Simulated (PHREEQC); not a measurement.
# Leach liquor with polishing slurry liquid

Solution A (88 mmol/kgw HCl, 3.6 mmol/kgw Li2SO4 and 0.22 mmol/kgw Fe2(SO4)3) is mixed with solution B (2.7 mmol/kgw TMAH, 0.021 mmol/kgw H4SiO4 and 0.14 mmol/kgw CO2) at 25 °C; shares are by mass of water, 1 kg in all. O2 is buffered at 0.21 atm. CO2 from the air is kept out. The run lets Fe(OH)3(a), SiO2(a) precipitate or redissolve, and no other solid.

The numbers come from PHREEQC with the ion-association model, wateq4f.dat.

```tsv
share of solution B	pH	H3SiO4- (mol/kgw)	CO3-2 (mol/kgw)	H4SiO4 (mol/kgw)	CO2 (mol/kgw)	HSO4- (mol/kgw)	Fe+3 (mol/kgw)
0	1.15	0	0	0	0	0.00314	0.000128
0.1	1.20	0	0	2.10e-6	1.40e-5	0.00277	0.000119
0.2	1.25	1.42e-14	0	4.20e-6	2.80e-5	0.00241	0.000109
0.3	1.31	2.39e-14	0	6.30e-6	4.20e-5	0.00205	9.83e-5
0.4	1.37	3.66e-14	0	8.40e-6	5.60e-5	0.00169	8.68e-5
0.5	1.45	5.41e-14	0	1.05e-5	7.00e-5	0.00134	7.46e-5
0.6	1.55	7.99e-14	0	1.26e-5	8.40e-5	0.00101	6.14e-5
0.7	1.68	1.23e-13	0	1.47e-5	9.80e-5	0.000682	4.71e-5
0.8	1.87	2.13e-13	0	1.68e-5	0.000112	0.000379	3.17e-5
0.9	2.24	5.41e-13	0	1.89e-5	0.000126	0.000120	1.46e-5
1	11.36	2.01e-5	0.000130	5.65e-7	9.60e-11	0	0
```

Complexes and solids missing from the database can't appear. (CH3)4N+ isn't in the database: it is added as a free cation with an ion size of 4 Å.
